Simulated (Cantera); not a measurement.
Input: 1 mol Si2H6, 37 mol N2, equilibrated at 1327 °C and 7.50 Torr.

Method: chemical equilibrium by Gibbs-energy minimisation in Cantera with the NASA 1993 tables (ideal gas, pure condensed phases). Candidate condensed phases: Si, Si3N4; 18 gas species. The feed counts by its element totals alone. Equilibrium is a limit: real reactors are often held back by kinetics, nucleation or transport.

**Question.** What is the equilibrium state?

**Answer.** 
| Property | Value |
|---|---|
| x(N2) | 0.922 |
| x(H2) | 0.0775 |
| x(H) | 0.000151 |
| n(Si3N4(s)) | 0.667 mol |
| gas amount | 38.67 mol |
| log10 activity of Si(s) (absent) | -0.99 |
